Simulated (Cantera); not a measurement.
Predominance diagram of Li at 950 K against the partial pressures of O₂ and Cl₂ (log10, bar). Cantera with NASA thermochemical tables; ideal gases at 1 bar, condensed phases pure. Candidates: Li(l), LiCl(l), Li₂O(s). Only these pure phases compete in this equilibrium. Not in the tables: the peroxide.

```
log p(Cl₂) \ log p(O₂)
        columns: -39, -36.9, -34.9, -32.8, -30.8, -28.7, -26.7, -24.6, -22.6, -20.5, -18.5, -16.4, -14.4, -12.3, -10.3, -8.2, -6.2, -4.1, -2.1, 0
      0  A A A A A A A A A A A A A A A A A A A A
   -1.2  A A A A A A A A A A A A A A A A A A A A
   -2.4  A A A A A A A A A A A A A A A A A A A A
   -3.5  A A A A A A A A A A A A A A A A A A A A
   -4.7  A A A A A A A A A A A A A A A A A A A A
   -5.9  A A A A A A A A A A A A A A A A A A A A
   -7.1  A A A A A A A A A A A A A A A A A A A A
   -8.3  A A A A A A A A A A A A A A A A A A A A
   -9.5  A A A A A A A A A A A A A A A A A A A A
  -10.6  A A A A A A A A A A A A A A A A A A A B
  -11.8  A A A A A A A A A A A A A A A A A A B B
    -13  A A A A A A A A A A A A A A A A A B B B
```

A: LiCl(l); B: Li₂O(s).
